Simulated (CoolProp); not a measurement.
Vapour-liquid equilibrium of n-hexane (1) + ethylbenzene (2) at 305.8 K; x and y are mole fractions of (1).

Model: multi-fluid Helmholtz-energy mixture model, Thol 2019 and Zhou 2012; pair parameters Bell 2016, in CoolProp.

Question: Give the bubble pressure and the first vapour's composition at x = 0.05, 0.75, 0.95. Is there an azeotrope?

Answer: x = 0.05: 3.925 kPa, y = 0.525; x = 0.75: 22.01 kPa, y = 0.971; x = 0.95: 26.59 kPa, y = 0.994. No azeotrope shows between x = 0.05 and 0.95.

Pair parameters are fitted to limited data, so mixtures are less certain than the pure fluids.
